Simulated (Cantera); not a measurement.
Charge: 1 mol Pb, 0.11 mol CO, 0.16 mol N2, at 1027 °C and 60.0 mbar.

Equilibrium computed with Cantera from the NASA thermochemical tables; the gas is ideal and each condensed phase is pure. Candidate condensed phases: C, Pb, PbO, PbO2, Pb3O4; 27 gas species. Rates play no part.

Base state: N2 0.567, CO 0.390, Pb 0.0437, CO2 4.71e-5 (mole fractions); condensed: C(graphite) + Pb(l).

Problem. What changes in the equilibrium state with this change: pressure from 60.0 mbar to 4.60 mbar?

Solution. 
```json
[
 {"species": "Pb", "before": "0.0437", "after": "0.570"},
 {"species": "N2", "before": "0.567", "after": "0.254"},
 {"species": "CO", "before": "0.390", "after": "0.175"},
 {"species": "CO2", "before": "4.71e-5", "after": "7.28e-7"},
 {"species": "Pb2", "before": "4.16e-6", "after": "5.43e-5"},
 {"species": "C(graphite), mol", "before": "1.33e-5", "after": "0"},
 {"species": "Pb(l), mol", "before": "0.988", "after": "0.641"}
]
```

Problem. What changes in the equilibrium state with this change: pressure from 60.0 mbar to 1.33 mbar?

Solution. 
```
species            before    after
----------------  -------  -------
Pb                 0.0437    0.787
N2                  0.567    0.126
CO                  0.390   0.0866
CO2               4.71e-5  5.17e-8
Pb2               4.16e-6  3.00e-5
C(graphite), mol  1.33e-5        0
Pb(l), mol          0.988        0
```
